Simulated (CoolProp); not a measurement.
Vapour-liquid equilibrium of R22 (1) + cyclohexane (2) at 327.6 K; x and y are mole fractions of (1).

Values from CoolProp's multi-fluid Helmholtz-energy mixture model, Kamei 1995 and Zhou 2014; pair parameters Bell 2016.

Problem. Give the bubble pressure and the first vapour's composition at x = 0.2, 0.5, 0.8. Is there an azeotrope?

Solution. x = 0.2: 0.7283 MPa, y = 0.939; x = 0.5: 1.296 MPa, y = 0.967; x = 0.8: 1.713 MPa, y = 0.982. No azeotrope shows between x = 0.05 and 0.95.

Pair parameters are fitted to limited data, so mixtures are less certain than the pure fluids. The gap from Raoult's law changes sign with composition, which may be real or a fault of the pair parameters; it wasn't checked against measurements. With so large a gap from Raoult's law the liquid may split in two, which this calculation doesn't test in full.
